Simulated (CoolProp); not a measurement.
Vapour-liquid equilibrium of n-hexane (1) + hexamethyldisiloxane (MM) (2) at 274.4 K; x and y are mole fractions of (1).

Computed with CoolProp (multi-fluid Helmholtz-energy mixture model, Thol 2019 and Thol 2016; pair parameters Bell 2016).

| x | bubble pressure, mixture model (bar) | bubble pressure, Raoult's law (bar) | y, mixture model | y, Raoult's law |
|---|---|---|---|---|
| 0.05 | 0.01683 | 0.01716 | 0.172 | 0.188 |
| 0.2 | 0.02303 | 0.02464 | 0.488 | 0.524 |
| 0.35 | 0.02941 | 0.03213 | 0.675 | 0.703 |
| 0.5 | 0.03645 | 0.03961 | 0.803 | 0.815 |
| 0.65 | 0.04436 | 0.04710 | 0.892 | 0.891 |
| 0.8 | 0.05299 | 0.05458 | 0.953 | 0.946 |
| 0.95 | 0.06177 | 0.06207 | 0.991 | 0.988 |

The largest gap from Raoult's law is -8.5 % in bubble pressure, at x = 0.35. No azeotrope shows between x = 0.05 and 0.95.

Pair parameters are fitted to limited data, so mixtures are less certain than the pure fluids.
